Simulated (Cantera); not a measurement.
An isothermal plug-flow reactor at 925 K and 4.93 atm (inlet), inlet velocity 4.9 m/s, active area per volume 190 1/m; feed H2 : O2 : N2 = 0.0027 : 0.2 : 0.79 (molar parts), equivalence ratio 0.0067.

Detailed kinetics in Cantera: Deutschmann's 1995 Pt surface mechanism with GRI-Mech 3.0 gas chemistry. Catalytic surfaces can have several steady states; this one follows from the mechanism file's or the stated starting coverage. Mass transfer to the wall is taken as infinitely fast.

What does this change do: pressure from 4.93 atm to 2.17 atm?


```tsv
quantity	before	after
x(H2) at z = 0.012 m	0.000941	0.000684
x(O2) at z = 0.012 m	0.201	0.201
x(H2O) at z = 0.012 m	0.00178	0.00204
θ(free Pt) at the exit	0.0589	0.0776
θ(O*) at the exit	0.940	0.921
θ(OH*) at the exit	0.00148	0.00115
```

What does this change do: inlet velocity 4.9 to 15 m/s?


```json
[
 {"quantity": "x(H2) at z = 0.012 m", "before": "0.000941", "after": "0.00189"},
 {"quantity": "x(O2) at z = 0.012 m", "before": "0.201", "after": "0.201"},
 {"quantity": "x(H2O) at z = 0.012 m", "before": "0.00178", "after": "0.000830"},
 {"quantity": "θ(free Pt) at the exit", "before": "0.0589", "after": "0.0633"},
 {"quantity": "θ(O*) at the exit", "before": "0.940", "after": "0.935"},
 {"quantity": "θ(OH*) at the exit", "before": "0.00148", "after": "0.00134"}
]
```
